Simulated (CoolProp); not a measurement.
A Linde-Hampson liquefier for ethylene: isothermal reversible compression at 320 K from 1 atm to 10 MPa, throttling to 1 atm, return gas leaving the recuperator 10 K below the feed. Each further row changes one setting.

The numbers come from the reference Helmholtz-energy equation of state, Smukala 2000 in CoolProp.

```json
[
 {"case": "as stated", "liquid yield per pass": "[?]", "compression work (kJ/kg of gas)": "386"},
 {"case": "high pressure 20 MPa", "liquid yield per pass": "[?]", "compression work (kJ/kg of gas)": "[?]"},
 {"case": "warm-end temperature 350 K", "liquid yield per pass": "[?]", "compression work (kJ/kg of gas)": "[?]"},
 {"case": "warm-end gap 15 K", "liquid yield per pass": "[?]", "compression work (kJ/kg of gas)": "386"}
]
```

Task: Complete the blanks.

Result: 
- as stated, liquid yield per pass: 0.304
- high pressure 20 MPa, liquid yield per pass: 0.403
- high pressure 20 MPa, compression work (kJ/kg of gas): 418
- warm-end temperature 350 K, liquid yield per pass: 0.182
- warm-end temperature 350 K, compression work (kJ/kg of gas): 440
- warm-end gap 15 K, liquid yield per pass: 0.296
